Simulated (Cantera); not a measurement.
Charge: 1 mol CCl4, 0.031 mol CH4, 12 mol H2, at 11.0 Pa.

Cantera equilibrium calculation (NASA polynomials, part measured and part estimated; ideal gas, pure solids and liquids). Candidate condensed phases: C, C6H6, C7H8, C8H18; 91 gas species. Rates play no part.

**Question.** At 2848 K, list the 4 most abundant gas species with their mole fractions, and the condensed phases.

**Answer.** H 0.826, Cl 0.138, C 0.0198, H2 0.00804. Condensed: gas only.
